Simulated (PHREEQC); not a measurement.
Make-up at 15 °C: 26 mmol/kgw MgCl2, 0.0012 mmol/kgw H4SiO4, 73 mmol/kgw NH4Cl and 0.091 mmol/kgw NaHCO3. Closed to the air; pH follows from the charge balance.

The numbers come from PHREEQC with the ion-association model, phreeqc.dat.

This is a speciation only: nothing precipitates in the calculation.

Q: Order these C species by the share of C that they hold, largest first: HCO3-, MgHCO3+, CO2.

A: HCO3- (54 %), CO2 (40 %), MgHCO3+ (6.1 %)

The pH is 6.42 and the ionic strength 0.151 mol/kgw.
